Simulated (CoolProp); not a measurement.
Vapour pressure (kPa) of the fluoroketone C6F12O (FK-5-1-12): the reference equation beside estimates from Tc = 441.8 K, pc = 1869 kPa, ω = 0.471. Clausius-Clapeyron is anchored at 263.2 K with a constant enthalpy of vaporisation of 32.94 kJ/mol.

Values from CoolProp's reference Helmholtz-energy equation of state, McLinden 2015.

```
T (K)  reference  Lee-Kesler  Clausius-Clapeyron  van der Waals  Redlich-Kwong  Soave-Redlich-Kwong  Peng-Robinson
-----  ---------  ----------  ------------------  -------------  -------------  -------------------  -------------
222       0.3730      0.3930              0.4410          53.70          4.519               0.3999         0.4519
232.3     0.8868      0.9154              0.9729          72.46          8.256               0.9290          1.026
242.6      1.923       1.958               2.007          95.43          14.14                1.981          2.144
252.9      3.851       3.886               3.902          123.1          22.94                3.921          4.173
263.2      7.203       7.229               7.203          155.8          35.49                7.273          7.629
273.6      12.76       12.77               12.76          194.4          52.94                12.82          13.28
283.9      21.34       21.34               21.58          238.6          75.93                21.37          21.91
294.2      34.12       34.10               35.18          289.0          105.7                34.10          34.67
304.5      52.42       52.41               55.47          346.0          143.2                52.38          52.87
314.8      77.78       77.81               84.91          409.9          189.5                77.78          78.04
325.2      112.3       112.4               127.0          481.8          246.3                112.5          112.3
335.5      157.2       157.4               184.6          560.5          313.5                157.7          156.9
345.8      214.9       215.1               262.3          647.1          392.6                216.1          214.3
356.1      287.6       287.7               365.4          741.7          484.6                289.8          286.8
```

Absolute difference from the reference over all 14 rows, mean and median: Lee-Kesler 0.9 and 0.1 %, Clausius-Clapeyron 9.5 and 7.5 %, van der Waals 2679.3 and 882.5 %, Redlich-Kwong 352.4 and 232.8 %, Soave-Redlich-Kwong 1.5 and 0.5 %, Peng-Robinson 5.2 and 2.1 %.
